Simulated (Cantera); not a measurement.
Fluorocarbon and chlorocarbon gases: CH3F + CH4

A closed system holds: 1 mol CH3F, 0.15 mol CH4.

Equilibrium computed with Cantera from the NASA thermochemical tables; the gas is ideal and each condensed phase is pure. Candidate condensed phases: C, C6H6, C7H8, C8H18; 95 gas species. Rates play no part.

Problem. Map the stable condensed phases over T = 1523, 1723, 1923, 2123, 2323, 2523, 2723, 2923, 3123, 3323, 3523 K and P in Pa = 1, 4.2, 18, 75, 320, 1300, 5600, 24000, 100000.

Solution. 
```
T in K \ P in Pa
              1    4.2     18     75    320   1300   5600  24000 100000
   3523       A      A      A      A      A      A      A      A      B
   3323       A      A      A      A      A      A      A      B      B
   3123       A      A      A      A      A      A      B      B      B
   2923       A      A      A      A      B      B      B      B      B
   2723       A      A      B      B      B      B      B      B      B
   2523       B      B      B      B      B      B      B      B      B
   2323       B      B      B      B      B      B      B      B      B
   2123       B      B      B      B      B      B      B      B      B
   1923       B      B      B      B      B      B      B      B      B
   1723       B      B      B      B      B      B      B      B      B
   1523       B      B      B      B      B      B      B      B      B
```
A: gas only; B: C.
